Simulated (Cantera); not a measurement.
A freely propagating, adiabatic, planar premixed flame of H₂ : O₂ : N₂ : H₂O = 1 : 0.926 : 3.48 : 1.1 (molar parts), equivalence ratio 0.54, unburnt at 675 K and 0.987 atm; mixture-averaged transport, grid criteria slope 0.08 and curve 0.16, no radiation.

Computed with Cantera and the H2/O2 subset of GRI-Mech 3.0, which has no nitrogen chemistry. Burning velocities carry a grid error of a few per cent, more on coarse grids. Lean hydrogen flames are cellular in practice and burn faster than this planar one.

x: mole fraction of selected species; z is measured from the peak of heat release.

```tsv
z (mm)	T (K)	u (m/s)	x H₂	x O₂	x H₂O	x H₂O₂	x OH	x O
-1.29	675	2.40	0.153	0.142	0.169	<1e-8	<1e-8	<1e-8
-0.857	675	2.39	0.152	0.143	0.169	1.24e-8	<1e-8	<1e-8
-0.643	676	2.39	0.150	0.143	0.170	1.23e-7	<1e-8	<1e-8
-0.429	679	2.38	0.143	0.144	0.172	1.78e-6	<1e-8	6.87e-8
-0.214	(withheld)	2.59	0.115	0.144	0.186	3.46e-5	5.14e-5	1.71e-5
-0.107	(withheld)	3.20	0.0838	0.135	0.216	3.83e-5	0.000460	0.000285
0	(withheld)	4.03	0.0476	0.113	0.263	1.38e-5	0.00178	0.00166
0.107	1403	4.65	0.0224	0.0908	0.301	6.03e-6	0.00426	0.00320
0.214	1513	5.00	0.0118	0.0803	0.319	3.75e-6	0.00595	0.00347
0.429	1619	5.33	0.00588	0.0747	0.332	1.96e-6	0.00632	0.00249
0.857	1689	5.55	0.00270	0.0730	0.339	9.88e-7	0.00490	0.00116
1.71	1724	5.65	0.000964	0.0727	0.343	4.91e-7	0.00311	0.000415
3.43	1737	5.69	0.000299	0.0728	0.345	2.31e-7	0.00180	0.000132
```

**Question.** Complete the blanks.

**Answer.** 
- -0.214, T (K): 756
- -0.107, T (K): 953
- 0, T (K): 1212
